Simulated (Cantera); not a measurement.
Feed: 1 mol CH3SiCl3, 0.72 mol C2H2, 3.6 mol H2, equilibrated at 0.0570 bar.

These are equilibrium values from Cantera (NASA tables, ideal gas, pure condensed phases), not measurements of a reactor. Candidate condensed phases: C, C6H6, C7H8, C8H18, Si, SiC; 109 gas species. The feed counts by its element totals alone. The tables' values for SiCl, SiCl3 are old estimates; treat these amounts as uncertain. Gases not in the tables: Si2H6 and higher silanes. Equilibrium is a limit: real reactors are often held back by kinetics, nucleation or transport. All values below are at 2150 K.

Base state: H2 0.613, HCl 0.331, SiCl2 0.0334, H 0.0138, Cl 0.00547, C2H2 (acetylene) 0.00119, SiCl 0.000554, SiCl3 0.000475 (mole fractions); condensed: C(graphite) + SiC(s).

### Question
What changes in the equilibrium state with this change: H2 from 3.6 to 31 mol?

### Answer
```json
[
 {"species": "H2", "before": "0.613", "after": "0.897"},
 {"species": "HCl", "before": "0.331", "after": "0.0816"},
 {"species": "H", "before": "0.0138", "after": "0.0167"},
 {"species": "SiCl2", "before": "0.0334", "after": "0.00138"},
 {"species": "SiCl3", "before": "0.000475", "after": "4.01e-6"},
 {"species": "SiCl", "before": "0.000554", "after": "0.000113"},
 {"species": "Cl", "before": "0.00547", "after": "0.00111"},
 {"species": "CH4", "before": "6.29e-6", "after": "1.35e-5"},
 {"species": "SiH2", "before": "1.32e-5", "after": "1.93e-5"},
 {"species": "C(graphite), mol", "before": "1.68", "after": "1.38"},
 {"species": "SiC(s), mol", "before": "0.742", "after": "0.930"}
]
```
The tables' values for SiCl are old estimates; treat these amounts as uncertain.
